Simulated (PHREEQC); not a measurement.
Solution (25 °C): 0.22 mol NH4Cl and 0.00034 mol Na2B4O7 per kg of water. It is in equilibrium with CO2 at log p = -3.5 (atm). Otherwise closed; pH follows from the charge balance.

The numbers come from PHREEQC with the ion-association model, phreeqc.dat.

| quantity | before | after |
|---|---|---|
| pH | 6.89 | 1.84 |
| ionic strength (mol/kgw) | 0.220 | 0.239 |
| HCO3- (mol/kgw) | 4.99e-5 | 4.46e-10 |
| CO2 (mol/kgw) | 1.02e-5 | 1.02e-5 |

Q: Name the change that produced these shifts.
A) NH4Cl left out
B) temperature from 25 to 90 °C
C) NH4Cl replaced by NH4BF4 at the same molality
D) 0.019 mol/kgw HBr added
E) NH4Cl from 0.22 to 0.198 mol/kgw

A: D, 0.019 mol/kgw HBr added

This is a speciation only: nothing precipitates in the calculation.
